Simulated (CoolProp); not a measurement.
Properties of R123 along the isotherm 500 K (Tc = 456.8 K, pc = 3.662 MPa, ω = 0.282).

Computed with CoolProp (reference Helmholtz-energy equation of state, Younglove 1994). It is a modified Benedict-Webb-Rubin equation, recast in Helmholtz form.

```json
[
 {"p (MPa)": "0.763", "phase": "gas", "cp (kJ/(kg K))": "0.8917", "isothermal compressibility (1/MPa)": "1.387", "expansivity (1/kK)": "2.437", "conductivity (mW/(m K))": "21.4", "Prandtl number": "0.724"},
 {"p (MPa)": "1.53", "phase": "gas", "cp (kJ/(kg K))": "0.9250", "isothermal compressibility (1/MPa)": "0.7417", "expansivity (1/kK)": "3.021", "conductivity (mW/(m K))": "22.1", "Prandtl number": "0.740"},
 {"p (MPa)": "2.29", "phase": "gas", "cp (kJ/(kg K))": "[?]", "isothermal compressibility (1/MPa)": "0.5395", "expansivity (1/kK)": "3.833", "conductivity (mW/(m K))": "23.1", "Prandtl number": "0.776"},
 {"p (MPa)": "3.05", "phase": "gas", "cp (kJ/(kg K))": "[?]", "isothermal compressibility (1/MPa)": "0.4506", "expansivity (1/kK)": "5.045", "conductivity (mW/(m K))": "24.2", "Prandtl number": "0.845"},
 {"p (MPa)": "3.81", "phase": "supercritical", "cp (kJ/(kg K))": "1.154", "isothermal compressibility (1/MPa)": "0.4134", "expansivity (1/kK)": "6.996", "conductivity (mW/(m K))": "25.8", "Prandtl number": "0.972"},
 {"p (MPa)": "4.58", "phase": "supercritical", "cp (kJ/(kg K))": "[?]", "isothermal compressibility (1/MPa)": "0.4100", "expansivity (1/kK)": "10.45", "conductivity (mW/(m K))": "28.2", "Prandtl number": "1.22"},
 {"p (MPa)": "5.34", "phase": "supercritical", "cp (kJ/(kg K))": "[?]", "isothermal compressibility (1/MPa)": "0.4166", "expansivity (1/kK)": "[?]", "conductivity (mW/(m K))": "32.3", "Prandtl number": "1.67"},
 {"p (MPa)": "6.1", "phase": "supercritical", "cp (kJ/(kg K))": "1.950", "isothermal compressibility (1/MPa)": "0.3344", "expansivity (1/kK)": "18.91", "conductivity (mW/(m K))": "37.4", "Prandtl number": "2.17"},
 {"p (MPa)": "6.87", "phase": "supercritical", "cp (kJ/(kg K))": "1.825", "isothermal compressibility (1/MPa)": "[?]", "expansivity (1/kK)": "15.16", "conductivity (mW/(m K))": "39.4", "Prandtl number": "2.42"},
 {"p (MPa)": "7.63", "phase": "supercritical", "cp (kJ/(kg K))": "1.651", "isothermal compressibility (1/MPa)": "0.1192", "expansivity (1/kK)": "11.30", "conductivity (mW/(m K))": "39.9", "Prandtl number": "2.52"},
 {"p (MPa)": "8.39", "phase": "supercritical", "cp (kJ/(kg K))": "1.530", "isothermal compressibility (1/MPa)": "0.07987", "expansivity (1/kK)": "8.855", "conductivity (mW/(m K))": "40.3", "Prandtl number": "2.56"},
 {"p (MPa)": "9.15", "phase": "supercritical", "cp (kJ/(kg K))": "1.449", "isothermal compressibility (1/MPa)": "0.05854", "expansivity (1/kK)": "7.313", "conductivity (mW/(m K))": "41.0", "Prandtl number": "2.58"}
]
```

Task: Some entries are withheld; supply them.

Result: 
- 2.29, cp (kJ/(kg K)): 0.9714
- 3.05, cp (kJ/(kg K)): 1.041
- 4.58, cp (kJ/(kg K)): 1.359
- 5.34, cp (kJ/(kg K)): 1.706
- 5.34, expansivity (1/kK): 16.03
- 6.87, isothermal compressibility (1/MPa): 0.1979

The peak of cp marks the crossing from liquid-like to gas-like fluid above the critical point.

Viscosity comes from a separate model (Tanaka 1996). Thermal conductivity comes from a separate model (Laesecke 1996).
